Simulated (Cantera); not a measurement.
What does this Cantera script print?

```python
import numpy as np
import cantera as ct

gas_names = """
    CL CL2 H HCL H2 N NH NH2 NH3 N2 N2H2 N2H4 Si SiCL SiCL2 SiCL3 SiCL4 SiH SiHCL3 SiH2 SiH2CL2 SiH3
    SiH3CL SiH4 SiN Si2 Si2N Si3
""".split()
cond_names = """
    NH4CL(a) NH4CL(b) Si(cr) Si(L) Si3N4(a)
""".split()


# ... load() reads the species with a 1 bar reference pressure and builds the phases ...
atoms = {
    'SiHCl3': {'Si': 1, 'H': 1, 'CL': 3},
    'NH3': {'N': 1, 'H': 3},
}
top_T = {'Si3N4(a)': 2400}  # K; cautious upper limits of use, not melting points


# ... equilibrate(T, P, feed) seeds the gas with the atoms and calls Mixture.equilibrate('TP', solver="vcs", rtol=1e-11, max_steps=5000) ...
results = []
feed = {'SiHCl3': 1, 'NH3': 20}  # mol
P = 1333.22  # Pa
for T in [1423, 1498, 1573, 1648, 1723, 1798, 1873, 1948]:
    mix = equilibrate(T, P, feed)
    results.append((T, P, feed, dict(zip(mix.species_names, mix.species_moles))))
    x = sorted(zip(gas.X, gas.species_names), reverse=True)
    print(f"T = {T:g} K  P = {P:g} Pa  gas = {mix.phase_moles(0):.4g} mol")
    print("   x: " + "  ".join(f"{s} {v:.3e}" for v, s in x if v > 0.0001))
    print("   condensed (mol): " + ("  ".join(f"{mix.phase(i).name} {mix.phase_moles(i):.4g}"
          for i in range(1, mix.n_phases) if mix.phase_moles(i) > 1e-12) or "none"))
```

Output:

```
T = 1423 K  P = 1333.22 Pa  gas = 41.35 mol
   x: H2 7.019e-01  N2 2.261e-01  HCL 7.152e-02  SiCL2 4.746e-04
   condensed (mol): Si3N4(a) 0.3264
T = 1498 K  P = 1333.22 Pa  gas = 41.37 mol
   x: H2 7.023e-01  N2 2.265e-01  HCL 6.968e-02  SiCL2 1.353e-03  H 1.247e-04
   condensed (mol): Si3N4(a) 0.3141
T = 1573 K  P = 1333.22 Pa  gas = 41.43 mol
   x: H2 7.032e-01  N2 2.275e-01  HCL 6.575e-02  SiCL2 3.240e-03  H 2.953e-04
   condensed (mol): Si3N4(a) 0.2878
T = 1648 K  P = 1333.22 Pa  gas = 41.53 mol
   x: H2 7.045e-01  N2 2.291e-01  HCL 5.919e-02  SiCL2 6.409e-03  H 6.474e-04
   condensed (mol): Si3N4(a) 0.2435
T = 1723 K  P = 1333.22 Pa  gas = 41.66 mol
   x: H2 7.061e-01  N2 2.312e-01  HCL 5.064e-02  SiCL2 1.053e-02  H 1.327e-03
   condensed (mol): Si3N4(a) 0.1842
T = 1798 K  P = 1333.22 Pa  gas = 42.07 mol
   x: H2 6.990e-01  N2 2.377e-01  HCL 4.933e-02  SiCL2 1.080e-02  H 2.549e-03  Si 2.314e-04  SiCL 1.381e-04  CL 1.378e-04
   condensed (mol): Si(L) 0.5255
T = 1873 K  P = 1333.22 Pa  gas = 42.14 mol
   x: H2 6.963e-01  N2 2.373e-01  HCL 5.026e-02  SiCL2 1.017e-02  H 4.664e-03  Si 6.614e-04  SiCL 2.626e-04  CL 2.550e-04
   condensed (mol): Si(L) 0.5248
T = 1948 K  P = 1333.22 Pa  gas = 42.27 mol
   x: H2 6.919e-01  N2 2.365e-01  HCL 5.091e-02  SiCL2 9.544e-03  H 8.140e-03  Si 1.742e-03  SiCL 4.733e-04  CL 4.491e-04  SiH 1.286e-04
   condensed (mol): Si(L) 0.488
```

Cantera equilibrium calculation (NASA polynomials, part measured and part estimated; ideal gas, pure solids and liquids). The tables' values for SiCl, SiCl3, SiN are old estimates; treat these amounts as uncertain. Gases not in the tables: Si2H6 and higher silanes.
